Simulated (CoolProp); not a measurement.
Vapour-liquid equilibrium of n-heptane (1) + p-xylene (2) at 0.652 MPa; x and y are mole fractions of (1).

Values from CoolProp's multi-fluid Helmholtz-energy mixture model, Span 2003 and Zhou 2012; pair parameters Bell 2016.

Question: Give the bubble temperature and the first vapour's composition at x = 0.15, 0.25, 0.65. Is there an azeotrope?

Answer: x = 0.15: 213.3 °C, y = 0.277; x = 0.25: 207.1 °C, y = 0.416; x = 0.65: 188.9 °C, y = 0.782. No azeotrope shows between x = 0.05 and 0.95.

Pair parameters are fitted to limited data, so mixtures are less certain than the pure fluids.
